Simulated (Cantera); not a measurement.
**Ignition delay**

Mixture: 11.8 % CH₄, 12.4 % O₂, 54.6 % N₂, 21.2 % CO₂, equivalence ratio 1.9, at 1700000 Pa, adiabatic and at constant pressure. Ignition delay is the time to a rise of 400 K.

Cantera simulation using GRI-Mech 3.0 (53 species, 325 reactions); the numbers are that mechanism's predictions, not measurements. The pressure lies above the range GRI-Mech 3.0 was tuned for (to about 10 atm).

| T0 (K) | delay (ms) |
|---|---|
| 1300 | 1.91 |
| 1400 | 0.713 |
| 1500 | 0.278 |
| 1600 | 0.112 |
| 1700 | 0.0469 |
| 1800 | 0.0211 |
| 1900 | 0.0104 |
| 2000 | 0.00558 |

```yaml
apparent activation energy between 1800 and 2000 K: 200 kJ/mol
```
